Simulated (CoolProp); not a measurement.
A Linde-Hampson liquefier for CF4 (R14): isothermal reversible compression at 320 K from 1 atm to 15 MPa, throttling to 1 atm, return gas leaving the recuperator 2 K below the feed. Each further row changes one setting.

Model: reference Helmholtz-energy equation of state, Platzer 1990, in CoolProp. This equation is an older, rougher fit; its heat capacities, sound speeds and derivatives of the liquid may be far off and weren't checked against measurements.

```json
[
 {"case": "as stated", "liquid yield per pass": "0.192", "compression work (kJ/kg of gas)": "141"},
 {"case": "high pressure 30 MPa", "liquid yield per pass": "0.245", "compression work (kJ/kg of gas)": "159"},
 {"case": "warm-end temperature 350 K", "liquid yield per pass": "0.141", "compression work (kJ/kg of gas)": "158"},
 {"case": "warm-end gap 7 K", "liquid yield per pass": "0.180", "compression work (kJ/kg of gas)": "141"}
]
```
